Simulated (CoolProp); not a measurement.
The fluid at 293.15 K and 2.65 MPa is compressed adiabatically to 16.8 MPa with isentropic efficiency 0.75. The same conditions are run with several fluids, on thermodynamics alone (safety and materials aside).

Values from CoolProp's reference Helmholtz-energy equation of state of each fluid (carbon dioxide: Span 1996; dry air: Lemmon 2000; methane: Setzmann 1991; CF4 (R14): Platzer 1990). The equations of Platzer and Polt are older, rougher fits. Blends and air are pseudo-pure fits.

Problem. Rank carbon dioxide, dry air, methane, CF4 (R14) by work (kJ/kg), highest first.

Solution. methane (452), dry air (281), carbon dioxide (142), CF4 (R14) (70.6)

```
fluid           final temperature (K)  final density (kg/m³)
--------------  ---------------------  ---------------------
carbon dioxide                  478.4                    210
dry air                         563.7                   97.0
methane                         484.6                   65.7
CF4 (R14)                       409.8                    448
```
